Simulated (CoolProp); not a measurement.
Vapour-liquid equilibrium of R125 (1) + R134a (2) at 0.00514 MPa; x and y are mole fractions of (1).

Model: multi-fluid Helmholtz-energy mixture model, Lemmon 2005 and Tillner-Roth 1994; pair parameters Lemmon 2004, in CoolProp.

### Question
Give the bubble temperature and the first vapour's composition at x = 0.55, 0.65, 0.95. Is there an azeotrope?

### Answer
x = 0.55: 184.2 K, y = 0.853; x = 0.65: 182.8 K, y = 0.900; x = 0.95: 179.4 K, y = 0.989. No azeotrope shows between x = 0.05 and 0.95.

The pair parameters rest on a limited set of measurements; away from them the model extrapolates.
